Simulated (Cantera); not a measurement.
Charge: 1 mol Hg, 0.077 mol O2, 95 mol N2, 0.3 mol H2, equilibrated at 925 °C and 1000 Pa.

Equilibrium computed with Cantera from the NASA thermochemical tables; the gas is ideal and each condensed phase is pure. Candidate condensed phases: H2O, Hg, HgO; 25 gas species. Rates play no part.

Base state: N2 0.987, Hg 0.0104, H2O 0.00160, H2 0.00152 (mole fractions); condensed: gas only.

### Question
What changes in the equilibrium state with this change: Hg replaced by HgO?

### Answer
```
species   before    after
-------  -------  -------
N2         0.987    0.982
Hg        0.0104   0.0103
O2         <1e-9  0.00440
H2       0.00152  5.70e-9
NO         <1e-9  3.11e-5
H2O      0.00160  0.00310
```
